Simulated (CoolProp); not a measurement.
Saturation properties of nitrous oxide (Tc = 309.5 K, pc = 7.245 MPa, ω = 0.161).

The numbers come from the reference Helmholtz-energy equation of state, Lemmon 2006 in CoolProp. It is a short technical equation, of lower accuracy than the large ones.

| T (K) | p (MPa) | vapour density (kg/m³) | enthalpy of vaporisation (kJ/kg) | surface tension (mN/m) |
|---|---|---|---|---|
| 209.5 | 0.3660 | [?] | 344.5 | 18.2 |
| 215.9 | 0.4831 | 12.86 | [?] | 16.8 |
| 222.3 | [?] | 16.47 | 327.2 | 15.4 |
| 228.6 | 0.7963 | 20.76 | 318.0 | 14.1 |
| 235 | 1.002 | 25.96 | 308.1 | 12.8 |
| 241.4 | 1.244 | 32.17 | 297.6 | 11.5 |
| 247.8 | 1.527 | 39.53 | 286.5 | 10.2 |
| 254.2 | 1.854 | 48.26 | [?] | 8.91 |
| 260.5 | 2.223 | 58.45 | 261.8 | 7.71 |
| 266.9 | 2.650 | [?] | 247.7 | [?] |
| 273.3 | 3.134 | 85.55 | 232.3 | 5.35 |
| 279.7 | 3.680 | 103.5 | 215.1 | [?] |
| 286.1 | 4.292 | 125.8 | 195.5 | 3.17 |

Problem. Some entries are withheld; supply them.

Solution. 
- 209.5, vapour density (kg/m³): 9.894
- 215.9, enthalpy of vaporisation (kJ/kg): 336.0
- 222.3, p (MPa): 0.6263
- 254.2, enthalpy of vaporisation (kJ/kg): 274.5
- 266.9, vapour density (kg/m³): 70.77
- 266.9, surface tension (mN/m): 6.51
- 279.7, surface tension (mN/m): 4.24

It boils at 184.7 K under 1 atm.

Surface tension comes from a separate correlation (Mulero 2012).
